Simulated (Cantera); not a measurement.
Input: 1 mol Fe(CO)₅, 1.3 mol O₂, 40 mol N₂, equilibrated at 1673 K and 110 Pa.

Cantera equilibrium calculation (NASA polynomials, part measured and part estimated; ideal gas, pure solids and liquids). Candidate condensed phases: C, Fe, Fe(CO)₅, FeO, Fe₂O₃, Fe₃O₄; 27 gas species. The tables' stoichiometric FeO is somewhat more stable than real wüstite, so its field is too wide. FeO: taken at fixed stoichiometry. The numbers say what is thermodynamically allowed, not how fast it happens.

Base state: N₂ 0.888, CO 0.0744, CO₂ 0.0366, Fe 0.00106, FeO 1.34e-5 (mole fractions); condensed: FeO(l).

Question: What changes in the equilibrium state with this change: temperature from 1673 K to 1548 K?

Answer: 
```
species       before     after
-----------  -------  --------
N₂             0.888     0.889
CO            0.0744    0.0754
CO₂           0.0366    0.0357
Fe           0.00106  0.000122
FeO          1.34e-5   7.81e-7
FeO(l), mol    0.952         0
FeO(s), mol        0     0.994
```
